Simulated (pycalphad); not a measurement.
Source of the numbers: pycalphad with the COST 507 light-alloy database (1999); pressure 1 atm. The database dates from 1999; later assessments differ in places, in temperatures and in the compounds included. Diffusion is slow at the low end, where real alloys seldom reach equilibrium.

Molar enthalpy of Ti-0.47B (at.%) in equilibrium (SER reference):

```csv
T (K),H (kJ/mol),phases
2850,111.49,liquid
2650,102.25,liquid
2450,93.01,liquid
2250,83.76,liquid
2050,74.52,liquid
1950,69.90,liquid
1850,52.83,bcc + liquid
1750,48.05,bcc + BM
1650,44.62,bcc + BM
1450,38.12,bcc + BM
1250,32.00,bcc + BM
1050,21.52,hcp + BM
850,15.04,hcp + BM
650,8.93,hcp + BM
```

Cooling from 1950 K to 1750 K, across the freezing range, releases 21.8 kJ/mol, or 458 J/g. The slope is 46 J/(mol K) in the liquid and 34 J/(mol K) just below the solidus, where it includes any heat of precipitation. Liquidus 1931 K, solidus 1814 K. Changes were sought between steps of 100 K, so a narrower field can be missed.

Database names, with the compositions (at.%) that they take in these runs: BM: Ti 50 B 50.
